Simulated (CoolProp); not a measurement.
R236EA at 405.26 K and 0.708 MPa is throttled through a valve to 0.151 MPa with no heat exchange. Each further row changes one setting.

The numbers come from the reference Helmholtz-energy equation of state, Rui 2013 in CoolProp.

| case | temperature change (K) | final density (kg/m³) |
|---|---|---|
| as stated | -5.2 | 7.02 |
| outlet pressure 0.0453 MPa | -6.2 | 2.09 |
| outlet pressure 0.196 MPa | -4.8 | 9.15 |
